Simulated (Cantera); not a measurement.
Input: 1 mol SiH2Cl2, 0.18 mol HCl, 1900 mol H2, at 1925 K and 44000 Pa.

Equilibrium computed with Cantera from the NASA thermochemical tables; the gas is ideal and each condensed phase is pure. Candidate condensed phases: Si; 19 gas species. Gases not in the tables: Si2H6 and higher silanes. Equilibrium is a limit: real reactors are often held back by kinetics, nucleation or transport.

Task: What is the equilibrium state?

Result: 
```json
{
 "x(H2)": "0.997",
 "x(H)": "0.00144",
 "x(HCl)": "0.00114",
 "x(SiH2)": "6.80e-5",
 "x(Si)": "3.95e-5",
 "x(SiH)": "2.13e-5",
 "x(SiCl2)": "3.39e-6",
 "x(SiCl)": "1.29e-6",
 "x(Cl)": "1.23e-6",
 "n(Si(l))": "0.743 mol",
 "gas_amount": "1904 mol"
}
```
